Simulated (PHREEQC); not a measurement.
Consider water at 20 °C with 180 mmol/kgw BaCl2. Closed to the air; pH follows from the charge balance.

The numbers come from PHREEQC with the ion-association model, phreeqc.dat.

```yaml
ionic_strength: 0.540 mol/kgw
activity_of_water: 0.991
specific_conductance: 27300 µS/cm
density: 1.031 g/cm³
```

| species | molality | activity | log γ |
|---|---|---|---|
| Cl- | 0.360 | 0.233 | -0.189 |
| Ba+2 | 0.180 | 0.0381 | -0.675 |
| H+ | 1.29e-7 | 9.84e-8 | -0.117 |
| OH- | 1.10e-7 | 6.90e-8 | -0.202 |
| BaOH+ | 1.92e-8 | 1.30e-8 | -0.169 |

Precipitation was switched off in this run. Complexes and solids missing from the database can't appear.
